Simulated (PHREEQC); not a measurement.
## Acid mine or pickling water (model solution)

Synthetic water in mg/L, 90 °C, pH 1.99, pe 10.3:

```csv
constituent,mg/L
Na,18.5
K,0.00456
Ca,286
Mg,6.78
Cl,173
S(6) as SO4,2480
Cd,2.58
Cu(2),2.28
B,0.332
Zn,9.28
Al,0.103
```

Na is adjusted to close the charge balance.
Valence states are taken as typed.

Model: ion-association model, phreeqc.dat, run in PHREEQC.

This is a speciation only: nothing precipitates in the calculation.

Predict the ionic strength.

ionic strength 0.0461 mol/kgw.

In which forms is Al present?

AlSO4+ 74 %, Al+3 18 %, Al(SO4)2- 7.7 % of the Al.

At this temperature some constants are extrapolated from 25 °C, and those without enthalpy data are left unchanged.
